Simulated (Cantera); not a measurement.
A perfectly stirred reactor is fed with CH4 : C2H6 : C3H8 : O2 : N2 = 1 : 0.11 : 0.1 : 5.34 : 20.1 (molar parts), equivalence ratio 0.54, at 1300000 Pa; it is adiabatic with a 700 K inlet, and is followed from long to short residence time, starting on the burning branch (τ in s: 0.46, 0.18, 0.071, 0.028, 0.011, 0.0043, 0.0017, 0.00067, 0.00026, 0.0001, 4e-05, 1.6e-05, 6.2e-06).

Detailed kinetics in Cantera: GRI-Mech 3.0 (53 species, 325 reactions). The pressure lies above the range GRI-Mech 3.0 was tuned for (to about 10 atm).

x: mole fraction; the columns are a selection and need not sum to one.

| τ (s) | T (K) | x CH4 | x C2H6 | x C3H8 | x O | x H2O | x H2 | x CH2 |
|---|---|---|---|---|---|---|---|---|
| 0.46 | 1887 | 3.08e-7 | ___ | 5.26e-9 | 2.30e-5 | 0.102 | 1.15e-5 | 5.29e-10 |
| 0.18 | 1887 | 7.71e-7 | ___ | 1.33e-8 | 2.38e-5 | 0.102 | 1.22e-5 | 1.35e-9 |
| 0.071 | 1887 | 1.87e-6 | ___ | 3.30e-8 | 2.57e-5 | 0.102 | 1.39e-5 | 3.41e-9 |
| 0.028 | 1887 | 4.36e-6 | ___ | 8.00e-8 | 2.98e-5 | 0.102 | 1.80e-5 | 8.58e-9 |
| 0.011 | 1885 | 9.55e-6 | ___ | 1.88e-7 | 3.89e-5 | 0.101 | 2.69e-5 | 2.14e-8 |
| 0.0043 | 1882 | 1.97e-5 | ___ | 4.23e-7 | 5.71e-5 | 0.101 | 4.51e-5 | 5.26e-8 |
| 0.0017 | 1877 | 3.88e-5 | ___ | 9.07e-7 | 9.00e-5 | 0.101 | 8.01e-5 | 1.25e-7 |
| 0.00067 | 1867 | 7.65e-5 | ___ | 1.91e-6 | 0.000146 | 0.101 | 0.000148 | 2.88e-7 |
| 0.00026 | 1846 | 0.000160 | ___ | 4.15e-6 | 0.000230 | 0.100 | 0.000282 | 6.47e-7 |
| 0.00010 | 1797 | 0.000413 | ___ | 1.07e-5 | 0.000306 | 0.0987 | 0.000594 | 1.37e-6 |
| 4.0e-5 | 700 | 0.0375 | 0.00413 | 0.00375 | <1e-12 | <1e-12 | <1e-12 | <1e-12 |
| 1.6e-5 | 700 | 0.0375 | 0.00413 | 0.00375 | <1e-12 | <1e-12 | <1e-12 | <1e-12 |
| 6.2e-6 | 700 | 0.0375 | 0.00413 | 0.00375 | <1e-12 | <1e-12 | <1e-12 | <1e-12 |

Question: Some entries are withheld; supply them.

Answer: 
- 0.46, x C2H6: 6.37e-9
- 0.18, x C2H6: 1.60e-8
- 0.071, x C2H6: 3.96e-8
- 0.028, x C2H6: 9.49e-8
- 0.011, x C2H6: 2.18e-7
- 0.0043, x C2H6: 4.78e-7
- 0.0017, x C2H6: 1.00e-6
- 0.00067, x C2H6: 2.08e-6
- 0.00026, x C2H6: 4.52e-6
- 0.00010, x C2H6: 1.20e-5
